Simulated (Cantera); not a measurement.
Feed: 1 mol TEOS, 0.42 mol N2O, 1.4 mol H2, equilibrated at 1750 K and 1.00 Torr.

Method: chemical equilibrium by Gibbs-energy minimisation in Cantera with the NASA 1993 tables (ideal gas, pure condensed phases). Candidate condensed phases: C, C6H6, C7H8, C8H18, H2O, Si, SiC, SiO2, Si2N2O, Si3N4; 151 gas species. The feed counts by its element totals alone. Rates play no part.

Base state: H2 0.697, CO 0.270, N2 0.0255, H 0.00532, SiO 0.00129, HCN 0.000637, C2H2 (acetylene) 8.01e-5, HNC 2.15e-5 (mole fractions); condensed: C(graphite) + SiC(s).

**Question.** What changes in the equilibrium state with this change: temperature from 1750 K to 1248 K?

**Answer.** 
```csv
species,before,after
H2,0.697,0.758
CO,0.270,0.241
N2,0.0255,0.00139
SiO,0.00129,3.90e-5
Si,2.14e-5,<1e-9
HNC,2.15e-5,2.54e-8
H,0.00532,1.11e-5
C2H2 (acetylene),8.01e-5,1.84e-7
HCN,0.000637,4.03e-6
"C(graphite), mol",2.61,4.38
"SiC(s), mol",0.979,0
"SiO2(β-quartz), mol",0,0.201
"Si2N2O(s), mol",0,0.399
```
Mutual solubility and eutectic melting of coexisting phases are not modelled. The tables hold silica as quartz up to 1696 K and as liquid above; real silica turns to tridymite and cristobalite and melts near 1996 K.

**Question.** What changes in the equilibrium state with this change: TEOS replaced by SiCl4?

**Answer.** 
```json
[
 {"species": "HCl", "before": "0", "after": "0.625"},
 {"species": "SiCl2", "before": "0", "after": "0.120"},
 {"species": "N2", "before": "0.0255", "after": "0.0988"},
 {"species": "H2", "before": "0.697", "after": "0.0164"},
 {"species": "CO", "before": "0.270", "after": "0"},
 {"species": "Cl", "before": "0", "after": "0.0240"},
 {"species": "SiCl3", "before": "0", "after": "0.0136"},
 {"species": "SiO", "before": "0.00129", "after": "0.0988"},
 {"species": "SiCl4", "before": "0", "after": "0.00272"},
 {"species": "HCN", "before": "0.000637", "after": "0"},
 {"species": "C(graphite), mol", "before": "2.61", "after": "0"},
 {"species": "SiC(s), mol", "before": "0.979", "after": "0"}
]
```
The tables' values for SiCl3, SiCl are old estimates; treat these amounts as uncertain. Further candidate phases: NH4Cl.

**Question.** What changes in the equilibrium state with this change: pressure from 1.00 Torr to 0.293 Torr?

**Answer.** 
| species | before | after |
|---|---|---|
| H2 | 0.697 | 0.693 |
| CO | 0.270 | 0.270 |
| N2 | 0.0255 | 0.0254 |
| H | 0.00532 | 0.00981 |
| SiO | 0.00129 | 0.00129 |
| Si | 2.14e-5 | 7.33e-5 |
| C2H2 (acetylene) | 8.01e-5 | 7.96e-5 |
| HNC | 2.15e-5 | 2.14e-5 |
| HCN | 0.000637 | 0.000634 |
| C(graphite), mol | 2.61 | 2.61 |
| SiC(s), mol | 0.979 | 0.978 |
